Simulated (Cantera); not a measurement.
A closed system holds: 1 mol SiF4, 0.25 mol NO, 17 mol H2, 4.7 mol H2O, held at 16.0 Pa.

Equilibrium computed with Cantera from the NASA thermochemical tables; the gas is ideal and each condensed phase is pure. Candidate condensed phases: H2O, Si, SiO2, Si2N2O, Si3N4; 58 gas species. The tables hold silica as quartz up to 1696 K and as liquid above; real silica turns to tridymite and cristobalite and melts near 1996 K. Rates play no part.

Problem. At 1323 K, list the 5 most abundant gas species with their mole fractions, and the condensed phases.

Solution. H2 0.703, HF 0.168, H2O 0.124, N2 0.00525, H 0.000105. Condensed: SiO2(β-quartz).
